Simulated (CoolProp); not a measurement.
A single-stage vapour-compression cycle with R114: evaporating at 299.15 K (dew point), condensing at 329.15 K (bubble point), superheat 10 K, subcooling 2 K, compressor efficiency 0.9, no pressure losses. Each further row changes one setting.

The numbers come from the reference Helmholtz-energy equation of state, Platzer 1990 in CoolProp. This equation is an older, rougher fit; its heat capacities, sound speeds and derivatives of the liquid may be far off and weren't checked against measurements.

```tsv
case	cooling COP	pressure ratio	discharge temperature (K)	refrigerating effect (kJ/kg)	volumetric capacity (kJ/m³)
as stated	7.87	2.36	333.1	106	1670
evaporating temperature 304.15 K	9.85	2.02	334.0	109	1990
condensing temperature 324.15 K	9.74	2.07	329.2	112	1750
subcooling 7 K	8.26	2.36	333.1	112	1750
superheat 20 K	8.07	2.36	343.1	114	1720
compressor efficiency 0.8	7.00	2.36	335.2	106	1670
```
